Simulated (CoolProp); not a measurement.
Vapour-liquid equilibrium of R22 (1) + R114 (2) at 336.2 K; x and y are mole fractions of (1).

Model: multi-fluid Helmholtz-energy mixture model, Kamei 1995 and Platzer 1990; pair parameters Bell 2016, in CoolProp. This equation is an older, rougher fit; its heat capacities, sound speeds and derivatives of the liquid may be far off and weren't checked against measurements.

Give the bubble pressure and the first vapour's composition at x = 0.05, 0.25, 0.65. Is there an azeotrope?

x = 0.05: 760.4 kPa, y = 0.188; x = 0.25: 1202 kPa, y = 0.531; x = 0.65: 1918 kPa, y = 0.812. No azeotrope shows between x = 0.05 and 0.95.

The pair parameters rest on a limited set of measurements; away from them the model extrapolates.
